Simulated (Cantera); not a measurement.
A closed system holds: 1 mol CS2, 0.019 mol O2, 26 mol N2, equilibrated at 723.15 K and 0.00133 bar.

Equilibrium computed with Cantera from the NASA thermochemical tables; the gas is ideal and each condensed phase is pure. Candidate condensed phases: C, S; 35 gas species. Gases not in the tables: S3 to S7. The numbers say what is thermodynamically allowed, not how fast it happens.

Base state: N2 0.962, CS2 0.0340, S2 0.00276, CO 0.000909, COS 0.000493 (mole fractions); condensed: C(graphite).

**Question.** What changes in the equilibrium state with this change: temperature from 723.15 K to 1548 K?

**Answer.** 
```tsv
species	before	after
N2	0.962	0.959
CS2	0.0340	0.0284
S2	0.00276	0.00561
CS	<1e-9	0.00550
S	<1e-9	0.000143
COS	0.000493	3.72e-7
C(graphite), mol	0.0433	0.0416
```
